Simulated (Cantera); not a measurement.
An isothermal, constant-pressure homogeneous reactor starts with H2 : O2 = 0.41 : 1 (molar parts), equivalence ratio 0.20, at 950 K and 360 Pa. Integrator tolerance rtol = 1e-08.

Computed with Cantera and the H2/O2 subset of GRI-Mech 3.0, which has no nitrogen chemistry. Radical loss at walls, strong at low pressure, is not modelled. The temperature is held fixed by assumption; the heat of reaction is taken as removed at once.

Task: What does this change do: temperature 950 to 1400 K?

Result: 
| quantity | before | after |
|---|---|---|
| x(H2) at 20.0 s | 1.42e-7 (gas-phase equilibrium 1.28e-10) | 5.98e-6 (gas-phase equilibrium 3.17e-6) |
| x(O2) at 20.0 s | 0.660 (gas-phase equilibrium 0.660) | 0.660 (gas-phase equilibrium 0.660) |
| x(H2O) at 20.0 s | 0.340 (gas-phase equilibrium 0.340) | 0.340 (gas-phase equilibrium 0.340) |
| x(H) at 20.0 s | 3.43e-9 (gas-phase equilibrium <1e-12) | 3.75e-7 (gas-phase equilibrium 1.45e-7) |
| x(H2O2) at 20.0 s | 6.63e-9 (gas-phase equilibrium 2.38e-11) | 2.39e-9 (gas-phase equilibrium 1.85e-9) |
| x(OH) at 20.0 s | 1.34e-5 (gas-phase equilibrium 4.13e-7) | 0.000425 (gas-phase equilibrium 0.000309) |
